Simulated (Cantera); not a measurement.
A closed system holds: 1 mol SiC, 0.15 mol H2O, 830 mol H2, equilibrated at 0.100 bar.

These are equilibrium values from Cantera (NASA tables, ideal gas, pure condensed phases), not measurements of a reactor. Candidate condensed phases: C, C6H6, C7H8, C8H18, H2O, Si, SiC, SiO2; 123 gas species. Mutual solubility and eutectic melting of coexisting phases are not modelled. The tables hold silica as quartz up to 1696 K and as liquid above; real silica turns to tridymite and cristobalite and melts near 1996 K. Gases not in the tables: Si2H6 and higher silanes. Rates play no part.

log p: log10 of the partial pressure in bar; n: condensed amount in mol.

| T (°C) | log p H2 | log p H | log p Si | log p C2H2 (acetylene) | log p CO | log p SiH | log p SiO | n SiC(s) | n SiO2(β-quartz) |
|---|---|---|---|---|---|---|---|---|---|
| 700 | -1.00 | -9.47 | <-13 | <-13 | -10.57 | <-13 | -10.47 | 0.925 | 0.0750 |
| 800 | -1.00 | [?] | <-13 | [?] | [?] | <-13 | [?] | 0.925 | 0.0750 |
| 900 | -1.00 | -7.43 | <-13 | -10.92 | -6.59 | <-13 | -7.36 | 0.926 | 0.0737 |
| 1000 | -1.00 | -6.65 | -12.02 | -10.06 | -5.49 | -11.53 | -6.05 | 0.935 | 0.0574 |
| 1100 | -1.00 | -5.98 | -10.27 | -9.80 | -5.09 | -10.01 | -5.01 | 0.919 | 0 |
| 1200 | -1.00 | -5.40 | -9.04 | -9.00 | -5.07 | -8.98 | -5.02 | 0.920 | 0 |
| 1300 | -1.00 | -4.89 | -7.97 | -8.31 | -5.06 | -8.09 | -5.03 | 0.921 | 0 |
| 1400 | -1.00 | -4.44 | -7.03 | -7.69 | -5.05 | -7.30 | -5.04 | 0.920 | 0 |
| 1500 | -1.00 | -4.05 | -6.22 | -7.11 | -5.03 | -6.63 | -5.06 | 0.915 | 0 |
| 1600 | -1.00 | -3.69 | -5.55 | -6.48 | -4.96 | -6.08 | -5.15 | 0.897 | 0 |
| 1700 | -1.00 | -3.37 | -5.04 | -5.73 | -4.86 | -5.68 | -5.38 | 0.845 | 0 |
| 1800 | -1.00 | -3.08 | -4.60 | -5.01 | -4.80 | -5.34 | -5.67 | 0.685 | 0 |
| 1900 | -1.01 | [?] | [?] | [?] | -4.78 | [?] | [?] | [?] | 0 |
| 2000 | -1.01 | -2.58 | -4.02 | -4.32 | -4.77 | -4.94 | -6.13 | 0 | 0 |

**Question.** Complete the blanks.

**Answer.** 
- 1900, log p H: -2.82
- 1900, log p Si: -4.16
- 1900, log p C2H2 (acetylene): -4.45
- 1900, log p SiH: -5.00
- 1900, log p SiO: -5.87
- 1900, n SiC(s): 0.202
- 800, log p H: -8.35
- 800, log p C2H2 (acetylene): -12.56
- 800, log p CO: -8.38
- 800, log p SiO: -8.77
